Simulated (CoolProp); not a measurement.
Aqueous ethylene glycol as a coolant, 27 % by mass, freezing at -12.3 °C, 1 atm.

Values from CoolProp's Melinder's fits for secondary coolants.

```
T (°C)  density (kg/m³)  viscosity (mPa s)  Prandtl number  cp (kJ/(kg K))
------  ---------------  -----------------  --------------  --------------
-0.3               1040               3.97            32.4           3.721
4.2                1039               3.36               ?           3.733
8.6                   ?                  ?            23.1               ?
13.1               1036                  ?            19.8           3.756
17.6               1035               2.15            17.1           3.768
22                 1033               1.89               ?               ?
26.5               1031               1.67            13.1           3.791
31                 1029               1.48            11.6           3.803
35.4               1027               1.33            10.3           3.814
```

Problem. Some entries are withheld; supply them.

Solution. 
- 4.2, Prandtl number: 27.2
- 8.6, density (kg/m³): 1038
- 8.6, viscosity (mPa s): 2.88
- 8.6, cp (kJ/(kg K)): 3.745
- 13.1, viscosity (mPa s): 2.48
- 22, Prandtl number: 14.9
- 22, cp (kJ/(kg K)): 3.780
